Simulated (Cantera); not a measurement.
Feed: 1 mol Si3N4, 3.4 mol CO2, 150 mol N2, held at 1123 K and 1.40e-5 bar.

Cantera equilibrium calculation (NASA polynomials, part measured and part estimated; ideal gas, pure solids and liquids). Candidate condensed phases: C, Si, SiC, SiO2, Si2N2O, Si3N4; 34 gas species. Mutual solubility and eutectic melting of coexisting phases are not modelled. The numbers say what is thermodynamically allowed, not how fast it happens.

**Question.** What is the equilibrium state?

**Answer.** 
- x(N2): 0.978
- x(CO): 0.0220
- x(SiO): 8.27e-6
- n(SiO2(β-quartz)): 1.27 mol
- n(Si2N2O(s)): 0.866 mol
- gas amount: 154.5 mol
- log10 activity of C(graphite) (absent): -2.48
- log10 activity of Si(s) (absent): -5.27
